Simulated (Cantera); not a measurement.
What does this Cantera script print?

```python
import numpy as np
import cantera as ct

gas = ct.Solution("h2o2.yaml")
gas.TPX = 1275, 2666, {'H2': 3.2, 'O2': 1, 'N2': 0.73}
reactor = ct.IdealGasConstPressureReactor(gas, energy="off", clone=False)
net = ct.ReactorNet([reactor])
net.rtol, net.atol = 1e-08, 1e-18
show = ['H2', 'O2', 'O', 'HO2', 'H2O', 'OH', 'H2O2']
times = np.geomspace(0.0008, 1, 15)

steps = ct.SolutionArray(gas, extra=["t"])
rows = []
print(f"{'t/s':>10s}{'T/K':>9s}{'P/Pa':>11s}" + "".join(f"{s:>11s}" for s in show))
for t in times:
    while net.time < t:
        t_next = net.step()
        steps.append(gas.state, t=t_next)
    rows.append([np.interp(t, steps.t, y) for y in (steps.T, steps.P, *steps(*show).X.T)])
    print(f"{t:10.3e}{rows[-1][0]:9.1f}{rows[-1][1]:11.4g}" + "".join(f"{x:11.3e}" for x in rows[-1][2:]))
rate = np.gradient(steps.T, steps.t)
print("integrator steps:", len(steps.t))
if steps.T.max() > steps.T[0] + 200:
    print(f"time of steepest temperature rise: {steps.t[rate.argmax()]:.4e} s")
gas.TPX = 1275, 2666, {'H2': 3.2, 'O2': 1, 'N2': 0.73}
gas.equilibrate("TP")
print(f"equilibrium (TP): T = {gas.T:.1f} K  " + "  ".join(f"{s} {gas[s].X[0]:.3e}" for s in show))
```

It prints:

```
       t/s      T/K       P/Pa         H2         O2          O        HO2        H2O         OH       H2O2
 8.000e-04   1275.0       2666  2.787e-01  6.458e-02  1.678e-02  2.658e-06  2.524e-01  8.348e-03  1.907e-07
 1.331e-03   1275.0       2666  1.539e-01  1.799e-02  1.559e-02  9.532e-07  3.538e-01  8.125e-03  1.655e-07
 2.216e-03   1275.0       2666  1.623e-01  1.429e-02  1.234e-02  7.932e-07  3.755e-01  7.438e-03  1.584e-07
 3.687e-03   1275.0       2666  1.758e-01  9.652e-03  8.399e-03  5.679e-07  4.040e-01  6.358e-03  1.415e-07
 6.137e-03   1275.0       2666  1.960e-01  5.097e-03  4.602e-03  3.191e-07  4.352e-01  4.879e-03  1.109e-07
 1.021e-02   1275.0       2666  2.223e-01  2.052e-03  1.983e-03  1.356e-07  4.619e-01  3.300e-03  7.387e-08
 1.700e-02   1275.0       2666  2.487e-01  6.949e-04  7.237e-04  4.798e-08  4.805e-01  2.034e-03  4.389e-08
 2.828e-02   1275.0       2666  2.693e-01  2.241e-04  2.472e-04  1.609e-08  4.920e-01  1.204e-03  2.502e-08
 4.707e-02   1275.0       2666  2.833e-01  7.303e-05  8.362e-05  5.475e-09  4.990e-01  7.051e-04  1.418e-08
 7.834e-02   1275.0       2666  2.921e-01  2.439e-05  2.855e-05  1.936e-09  5.030e-01  4.138e-04  8.040e-09
 1.304e-01   1275.0       2666  2.974e-01  8.330e-06  9.881e-06  7.156e-10  5.054e-01  2.440e-04  4.543e-09
 2.170e-01   1275.0       2666  3.006e-01  2.897e-06  3.460e-06  2.770e-10  5.068e-01  1.446e-04  2.534e-09
 3.611e-01   1275.0       2666  3.025e-01  1.021e-06  1.223e-06  1.118e-10  5.077e-01  8.606e-05  1.378e-09
 6.009e-01   1275.0       2666  3.036e-01  3.630e-07  4.353e-07  4.646e-11  5.082e-01  5.137e-05  7.210e-10
 1.000e+00   1275.0       2666  3.043e-01  1.299e-07  1.557e-07  1.951e-11  5.085e-01  3.073e-05  3.580e-10
integrator steps: 1799
equilibrium (TP): T = 1275.0 K  H2 3.053e-01  O2 3.218e-13  O 3.905e-13  HO2 3.692e-17  H2O 5.089e-01  OH 4.869e-08  H2O2 2.127e-15
```

Detailed kinetics in Cantera: the H2/O2 subset of GRI-Mech 3.0, which has no nitrogen chemistry. Radical loss at walls, strong at low pressure, is not modelled. The temperature is held fixed by assumption; the heat of reaction is taken as removed at once.
